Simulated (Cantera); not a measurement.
Feed: 1 mol FeS2, 2100 mol H2, held at 1875 °C and 0.133 bar.

Method: chemical equilibrium by Gibbs-energy minimisation in Cantera with the NASA 1993 tables (ideal gas, pure condensed phases). Candidate condensed phases: Fe, FeS, FeS2, S; 8 gas species. Equilibrium is a limit: real reactors are often held back by kinetics, nucleation or transport.

Base state: H2 0.987, H 0.0114, H2S 0.000510, Fe 0.000473, SH 0.000337, S 7.51e-5, S2 1.22e-5 (mole fractions); condensed: gas only.

Problem. What changes in the equilibrium state with this change: temperature from 1875 °C to 1552 °C?

Solution. 
```csv
species,before,after
H2,0.987,0.998
H,0.0114,0.00120
H2S,0.000510,0.000829
Fe,0.000473,0.000314
S,7.51e-5,5.67e-6
SH,0.000337,0.000107
S2,1.22e-5,5.22e-6
"Fe(l), mol",0,0.340
```
